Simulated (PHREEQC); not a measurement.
0.055 g of hydrous ferric oxide (600 m²/g; 0.2 weak and 0.005 strong sites per Fe, Dzombak-Morel constants, diffuse double layer) in 1 kg of water with 0.3 mol/kgw of an inert sodium salt and 3.9e-06 mol PbCl2 and 3.3e-07 mol Ag2SO4, at 25 °C; the pH is set by adding NaOH or the inert anion's acid. Oxygen alone is held at its pressure in air (log pO2 = -0.68). The system is closed to CO2. Precipitation was switched off in this run.

Computed with PHREEQC (ion-association model, wateq4f.dat).

```json
[
 {"pH": "4", "Pb sorbed (%)": "13.8", "S sorbed (%)": "51.3", "Ag sorbed (%)": "0.0", "surface charge σ (C/m²)": "0.348", "surface potential ψ (mV)": "123"},
 {"pH": "4.38", "Pb sorbed (%)": "36.3", "S sorbed (%)": "46.5", "Ag sorbed (%)": "0.0", "surface charge σ (C/m²)": "0.327", "surface potential ψ (mV)": "120"},
 {"pH": "4.75", "Pb sorbed (%)": "?", "S sorbed (%)": "?", "Ag sorbed (%)": "0.0", "surface charge σ (C/m²)": "0.296", "surface potential ψ (mV)": "115"},
 {"pH": "5.12", "Pb sorbed (%)": "72.2", "S sorbed (%)": "28.2", "Ag sorbed (%)": "0.0", "surface charge σ (C/m²)": "0.257", "surface potential ψ (mV)": "108"},
 {"pH": "5.88", "Pb sorbed (%)": "88.8", "S sorbed (%)": "8.5", "Ag sorbed (%)": "0.0", "surface charge σ (C/m²)": "0.169", "surface potential ψ (mV)": "87"},
 {"pH": "6.25", "Pb sorbed (%)": "?", "S sorbed (%)": "3.7", "Ag sorbed (%)": "0.1", "surface charge σ (C/m²)": "0.132", "surface potential ψ (mV)": "?"},
 {"pH": "6.62", "Pb sorbed (%)": "98.8", "S sorbed (%)": "1.4", "Ag sorbed (%)": "0.2", "surface charge σ (C/m²)": "0.099", "surface potential ψ (mV)": "62"},
 {"pH": "7", "Pb sorbed (%)": "?", "S sorbed (%)": "0.5", "Ag sorbed (%)": "0.5", "surface charge σ (C/m²)": "0.069", "surface potential ψ (mV)": "48"},
 {"pH": "7.38", "Pb sorbed (%)": "99.9", "S sorbed (%)": "0.2", "Ag sorbed (%)": "1.3", "surface charge σ (C/m²)": "0.044", "surface potential ψ (mV)": "33"},
 {"pH": "7.75", "Pb sorbed (%)": "100.0", "S sorbed (%)": "0.0", "Ag sorbed (%)": "3.0", "surface charge σ (C/m²)": "0.023", "surface potential ψ (mV)": "18"},
 {"pH": "8.12", "Pb sorbed (%)": "100.0", "S sorbed (%)": "0.0", "Ag sorbed (%)": "?", "surface charge σ (C/m²)": "0.003", "surface potential ψ (mV)": "2"},
 {"pH": "8.88", "Pb sorbed (%)": "100.0", "S sorbed (%)": "0.0", "Ag sorbed (%)": "?", "surface charge σ (C/m²)": "-0.040", "surface potential ψ (mV)": "-30"},
 {"pH": "9.25", "Pb sorbed (%)": "100.0", "S sorbed (%)": "0.0", "Ag sorbed (%)": "46.2", "surface charge σ (C/m²)": "-0.064", "surface potential ψ (mV)": "-45"},
 {"pH": "9.62", "Pb sorbed (%)": "100.0", "S sorbed (%)": "0.0", "Ag sorbed (%)": "64.6", "surface charge σ (C/m²)": "?", "surface potential ψ (mV)": "-59"},
 {"pH": "10", "Pb sorbed (%)": "100.0", "S sorbed (%)": "0.0", "Ag sorbed (%)": "79.3", "surface charge σ (C/m²)": "-0.125", "surface potential ψ (mV)": "-73"}
]
```

Task: Some entries are withheld; supply them.

Result: 
- 4.75, Pb sorbed (%): 58.3
- 4.75, S sorbed (%): 38.7
- 6.25, Pb sorbed (%): 95.8
- 6.25, surface potential ψ (mV): 75
- 7, Pb sorbed (%): 99.7
- 8.12, Ag sorbed (%): 6.8
- 8.88, Ag sorbed (%): 28.1
- 9.62, surface charge σ (C/m²): -0.092
